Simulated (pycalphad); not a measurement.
An equivalent pycalphad script:

```python
from pycalphad import Database, equilibrium, calculate, variables as v
import numpy as np
db = Database('COST507.tdb')
comps = ['TI', 'HF', 'B', 'VA']
phases = ['B2M', 'B2TI', 'B4M3', 'B4TI3', 'BCC_A2', 'BETA_RHOMBO_B', 'BM', 'BTI', 'HCP_A3', 'LIQUID']
eq = equilibrium(db, comps, phases, {v.X('HF'): 0.0022, v.X('B'): 0.1088, v.T: np.arange(2850, 499, -40), v.P: 101325, v.N: 1}, output=['HM', 'SM'])
```

CALPHAD calculation (pycalphad, COST 507 light-alloy database (1999)), 1 atm. The data set is of 1999 and partly superseded. Amounts are mole fractions of atoms. Kinetics are ignored, which matters at the lower temperatures.

Results at three of the temperatures:

```
T = 2090.00 K, P = 101325 Pa, N = 1 mol of atoms
G = -146496 J/mol, H = 64427 J/mol, S = 100.92 J/(mol K)  (SER reference)
chemical potentials (J/mol): Ti -136852, Hf -272521, B -222753
phase             fraction      x(Ti)      x(Hf)       x(B)
LIQUID              1.0000     0.8890     0.0022     0.1088
```

```
T = 1170.00 K, P = 101325 Pa, N = 1 mol of atoms
G = -70303 J/mol, H = 10687 J/mol, S = 69.22 J/(mol K)  (SER reference)
chemical potentials (J/mol): Ti -56457, Hf -129965, B -182228
phase             fraction      x(Ti)      x(Hf)       x(B)
BCC_A2              0.7844     0.9960     0.0028     0.0013
BM                  0.2156     0.4999   0.000147     0.5000
```

```
T = 770.00 K, P = 101325 Pa, N = 1 mol of atoms
G = -46186 J/mol, H = -5199 J/mol, S = 53.23 J/(mol K)  (SER reference)
chemical potentials (J/mol): Ti -30678, Hf -72660, B -172368
phase             fraction      x(Ti)      x(Hf)       x(B)
HCP_A3              0.7832     0.9967     0.0028   0.000482
BM                  0.2168     0.4999   0.000105     0.5000
```

Changes of the phase set, refined by bisection:

```tsv
T (°C)	phases above	phases below
1617.0	LIQUID	BM + LIQUID
1541.0	BM + LIQUID	BCC_A2 + BM
880.9	BCC_A2 + BM	BCC_A2 + BM + HCP_A3
880.2	BCC_A2 + BM + HCP_A3	BM + HCP_A3
```

Database names, with the compositions (at.%) that they take in these runs: BM: Ti 50 B 50. BCC_A2 is bcc; HCP_A3 is hcp.
